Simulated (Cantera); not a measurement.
Input (Python, Cantera) and output of one run.

```python
import numpy as np
import cantera as ct

gas_names = """
    CL CL2 H HCL H2 N NH NH2 NH3 N2 N2H2 N2H4 Si SiCL SiCL2 SiCL3 SiCL4 SiH SiHCL3 SiH2 SiH2CL2 SiH3
    SiH3CL SiH4 SiN Si2 Si2N Si3
""".split()
cond_names = """
    NH4CL(a) NH4CL(b) Si(cr) Si(L) Si3N4(a)
""".split()


# ... load() reads the species with a 1 bar reference pressure and builds the phases ...
atoms = {
    'SiHCl3': {'Si': 1, 'H': 1, 'CL': 3},
    'N2': {'N': 2},
}
top_T = {'Si3N4(a)': 2400}  # K; cautious upper limits of use, not melting points


# ... equilibrate(T, P, feed) seeds the gas with the atoms and calls Mixture.equilibrate('TP', solver="vcs", rtol=1e-11, max_steps=5000) ...
results = []
feed = {'SiHCl3': 1, 'N2': 38}  # mol
T = 1950  # K
P = 100  # Pa
mix = equilibrate(T, P, feed)
results.append((T, P, feed, dict(zip(mix.species_names, mix.species_moles))))
x = sorted(zip(gas.X, gas.species_names), reverse=True)
print(f"T = {T:g} K  P = {P:g} Pa  gas = {mix.phase_moles(0):.4g} mol")
print("   x: " + "  ".join(f"{s} {v:.3e}" for v, s in x if v > 1e-06))
print("   condensed (mol): " + ("  ".join(f"{mix.phase(i).name} {mix.phase_moles(i):.4g}"
      for i in range(1, mix.n_phases) if mix.phase_moles(i) > 1e-12) or "none"))
```

Result:

```
T = 1950 K  P = 100 Pa  gas = 40.31 mol
   x: N2 9.426e-01  SiCL2 2.253e-02  HCL 1.828e-02  CL 1.018e-02  H2 2.380e-03  H 1.768e-03  Si 1.504e-03  SiCL 6.779e-04  SiCL3 7.349e-05  SiN 1.358e-05  SiH 1.775e-06  Si2N 1.181e-06
   condensed (mol): none
```

Method: chemical equilibrium by Gibbs-energy minimisation in Cantera with the NASA 1993 tables (ideal gas, pure condensed phases). The tables' values for SiCl, SiCl3, SiN are old estimates; treat these amounts as uncertain.
